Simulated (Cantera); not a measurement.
A perfectly stirred reactor is fed with CH4 : H2 : N2 = 0.0031 : 1 : 0.015 (molar parts), at 10.00 Torr; it is held at 1650 K, and followed from long to short residence time.

Model: GRI-Mech 3.0 (53 species, 325 reactions), integrated in Cantera. GRI-Mech 3.0 stops at C3 and has no aromatics, soot or wall deposition, so with more carbon than oxygen in the feed, carbon stays in small species such as C2H2 where larger ones or solid carbon would form. Radical loss at walls, strong at low pressure, is not modelled.

**Question.** What does this change do: temperature 1650 to 2950 K?

**Answer.** 
| quantity | before | after |
|---|---|---|
| x(CH4) at τ = 1.60 s | 0.00285 | 3.49e-8 |
| x(H2) at τ = 1.60 s | 0.982 | 0.370 |
| x(CH2) at τ = 1.60 s | 1.73e-8 | 2.75e-6 |
| x(H) at τ = 1.60 s | 0.000544 | 0.619 |
| x(C2H4) at τ = 1.60 s | 5.82e-7 | 6.10e-10 |
| x(CH4) at τ = 96.0 ms | 0.00304 | 2.35e-6 |
| x(H2) at τ = 96.0 ms | 0.982 | 0.681 |
| x(CH2) at τ = 96.0 ms | 3.01e-10 | 1.34e-5 |
| x(H) at τ = 96.0 ms | 6.90e-5 | 0.306 |
| x(C2H4) at τ = 96.0 ms | 2.77e-8 | 1.46e-8 |
